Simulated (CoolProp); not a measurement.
Saturated liquid density (kg/m³) of R115: the reference equation beside estimates from Tc = 353.1 K, pc = 31.29 bar, ω = 0.248.

The numbers come from the reference Helmholtz-energy equation of state, Lemmon 2016 in CoolProp.

| T (K) | reference | van der Waals | Redlich-Kwong | Soave-Redlich-Kwong | Peng-Robinson |
|---|---|---|---|---|---|
| 254.2 | 1473 | 923.1 | 1333 | 1388 | 1572 |
| 258.9 | 1455 | 911.6 | 1312 | 1368 | 1551 |
| 263.6 | 1437 | 899.8 | 1291 | 1348 | 1528 |
| 268.4 | 1418 | 887.4 | 1269 | 1326 | 1504 |
| 273.1 | 1399 | 874.8 | 1246 | 1304 | 1479 |
| 277.8 | 1379 | 861.9 | 1223 | 1281 | 1453 |
| 282.5 | 1359 | 848.5 | 1199 | 1256 | 1426 |
| 287.3 | 1337 | 834.3 | 1173 | 1231 | 1397 |
| 292 | 1316 | 819.8 | 1147 | 1204 | 1367 |
| 296.7 | 1293 | 804.8 | 1120 | 1177 | 1335 |
| 301.4 | 1270 | 789.1 | 1092 | 1147 | 1302 |
| 306.1 | 1245 | 772.6 | 1062 | 1117 | 1267 |
| 310.9 | 1219 | 754.9 | 1031 | 1083 | 1228 |
| 315.6 | 1191 | 736.6 | 997.6 | 1049 | 1188 |

Absolute difference from the reference over all 14 rows, mean and median: van der Waals 37.7 and 37.6 %, Redlich-Kwong 12.3 and 12.0 %, Soave-Redlich-Kwong 8.2 and 7.8 %, Peng-Robinson 4.2 and 4.7 %.
